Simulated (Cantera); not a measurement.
Charge: 1 mol SiH₂Cl₂, 5.7 mol N₂, held at 20000 Pa.

Equilibrium computed with Cantera from the NASA thermochemical tables; the gas is ideal and each condensed phase is pure. Candidate condensed phases: NH₄Cl, Si, Si₃N₄; 28 gas species. N₂ is the only nitrogen source here; it is nearly inert below about 1500 K, so the nitride shown seldom forms there in practice. The tables' values for SiCl₃ are old estimates; treat these amounts as uncertain. Rates play no part. All values below are at 1198 K.

Base state: N₂ 0.742, HCl 0.171, H₂ 0.0579, SiCl₄ 0.0286, SiCl₃ 0.000350, SiHCl₃ 0.000260, SiCl₂ 3.79e-5 (mole fractions); condensed: Si₃N₄(s).

**Question.** What changes in the equilibrium state with this change: pressure from 20000 Pa to 290 Pa?

**Answer.** 
```tsv
species	before	after
N₂	0.742	0.735
HCl	0.171	0.197
H₂	0.0579	0.0447
SiCl₄	0.0286	0.0205
SiCl₂	3.79e-5	0.00110
SiCl₃	0.000350	0.00160
SiHCl₃	0.000260	0.000126
Si₃N₄(s), mol	0.266	0.279
```
